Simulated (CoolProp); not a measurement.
Vapour-liquid equilibrium of ethylene (1) + isobutane (2) at 276 kPa; x and y are mole fractions of (1).

Model: multi-fluid Helmholtz-energy mixture model, Smukala 2000 and Bücker 2006; pair parameters Bell 2016, in CoolProp.

```
x     bubble temperature (K)  y at the bubble point  dew temperature at overall composition x (K)  liquid density (mol/L)
----  ----------------------  ---------------------  --------------------------------------------  ----------------------
0.05                   272.0                  0.460                                           ___                     ___
0.2                      ___                    ___                                         283.2                   11.67
0.35                     ___                  0.968                                         277.1                     ___
0.5                    206.7                  0.987                                         269.9                   14.20
0.65                   199.2                  0.995                                         260.9                   15.56
0.8                    193.8                  0.998                                         248.3                   17.04
0.95                   189.7                  1.000                                         223.7                   18.66
```

**Question.** What belongs in the gaps?

**Answer.** 
- 0.05, dew temperature at overall composition x (K): 288.5
- 0.05, liquid density (mol/L): 10.22
- 0.2, bubble temperature (K): 235.9
- 0.2, y at the bubble point: 0.895
- 0.35, bubble temperature (K): 217.6
- 0.35, liquid density (mol/L): 12.93

No azeotrope shows between x = 0.05 and 0.95.

The pair parameters rest on a limited set of measurements; away from them the model extrapolates.
